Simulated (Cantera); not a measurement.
Input (Python, Cantera) and output of one run.

```python
import numpy as np
import cantera as ct

gas_names = """
    H H2 N NH NH2 NH3 N2 N2H2 N2H4 Si SiH SiH2 SiH3 SiH4 SiN Si2 Si2N Si3
""".split()
cond_names = """
    Si(cr) Si(L) Si3N4(a)
""".split()


def load(file, names, dense=False):
    # The tables refer to 1 bar. Condensed volumes are neglected.
    table = {s.name: s for s in ct.Species.list_from_file(file)}
    out = []
    for n in names:
        d = dict(table[n].input_data)
        d["thermo"] = dict(d["thermo"], **{"reference-pressure": 1e5})
        if dense:
            d["equation-of-state"] = {"model": "constant-volume", "density": "1e6 g/cm^3"}
        out.append(ct.Species.from_dict(d))
    return out


gas = ct.Solution(thermo="ideal-gas", species=load("nasa_gas.yaml", gas_names))
cond = {s.name: ct.Solution(thermo="fixed-stoichiometry", species=[s], name=s.name)
        for s in load("nasa_condensed.yaml", cond_names, dense=True)}
atoms = {
    'trisilylamine': {'Si': 3, 'N': 1, 'H': 9},
    'N2': {'N': 2},
}
top_T = {'Si3N4(a)': 2400}  # K; cautious upper limits of use, not melting points


def equilibrate(T, P, feed):
    n = {}
    for name, mol in feed.items():
        for a, k in atoms[name].items():
            n[a] = n.get(a, 0.0) + k * mol
    gas.TPX = T, P, n
    mass = sum(n.values()) * gas.mean_molecular_weight
    gas.equilibrate("TP")
    valid = [c for c in cond.values() if c.min_temp <= T <= top_T.get(c.name, c.max_temp)]
    mix = ct.Mixture([(gas, mass / gas.mean_molecular_weight)] + [(c, 0.0) for c in valid])
    mix.T, mix.P = T, P
    mix.equilibrate("TP", solver="vcs", rtol=1e-11, max_steps=5000)
    return mix


results = []
feed = {'trisilylamine': 1, 'N2': 4.2}  # mol
P = 1000  # Pa
for T in [1600, 1625, 1650, 1675, 1700, 1725, 1750, 1775, 1800, 1825, 1850]:
    mix = equilibrate(T, P, feed)
    results.append((T, P, feed, dict(zip(mix.species_names, mix.species_moles))))

top = {s: max(r[3][s] / sum(r[3][g] for g in gas_names) for r in results) for s in gas_names}
cols = sorted((s for s in top if top[s] > 1e-06), key=lambda s: -top[s])[:8]
seen = [c for c in cond_names if any(r[3].get(c, 0) > 1e-12 for r in results)]
print("log10 of partial pressures in bar; condensed amounts in mol")
print(f"{'T/K':>10s}" + "".join(f"{s[:9]:>10s}" for s in cols + seen))
for T, P, feed, n in results:
    ng = sum(n[g] for g in gas_names)
    print(f"{T:10.4g}" + "".join(f"{np.log10(max(n[s] / ng * P / 1e5, 1e-99)):10.3f}" for s in cols)
          + "".join(f"{n.get(c, 0):10.4g}" for c in seen))
```

It prints:

```
log10 of partial pressures in bar; condensed amounts in mol
       T/K        H2        N2         H        Si       SiH      Si2N      SiH2       SiN     Si(L)  Si3N4(a)
      1600    -2.204    -2.426    -5.367    -7.743    -8.507    -9.528    -8.237    -9.021         0         1
      1625    -2.204    -2.426    -5.254    -7.397    -8.200    -9.089    -7.993    -8.715         0         1
      1650    -2.205    -2.426    -5.144    -7.062    -7.903    -8.663    -7.757    -8.419         0         1
      1675    -2.205    -2.426    -5.037    -6.737    -7.615    -8.250    -7.529    -8.132         0    0.9999
      1700    -2.205    -2.426    -4.934    -6.422    -7.335    -7.850    -7.307    -7.853         0    0.9999
      1725    -2.205    -2.426    -4.834    -6.116    -7.064    -7.462    -7.091    -7.583         0    0.9998
      1750    -2.209    -2.420    -4.738    -5.824    -6.807    -7.090    -6.890    -7.321   0.09606    0.9675
      1775    -2.312    -2.292    -4.694    -5.659    -6.726    -6.907    -6.913    -7.126     2.997         0
      1800    -2.312    -2.292    -4.602    -5.498    -6.597    -6.792    -6.836    -6.998     2.996         0
      1825    -2.313    -2.293    -4.513    -5.342    -6.472    -6.679    -6.761    -6.874     2.995         0
      1850    -2.313    -2.293    -4.425    -5.191    -6.351    -6.570    -6.689    -6.753     2.993         0
```

Equilibrium computed with Cantera from the NASA thermochemical tables; the gas is ideal and each condensed phase is pure. The feed counts by its element totals alone. Mutual solubility and eutectic melting of coexisting phases are not modelled. The tables' values for SiN are old estimates; treat these amounts as uncertain. Gases not in the tables: Si2H6 and higher silanes.
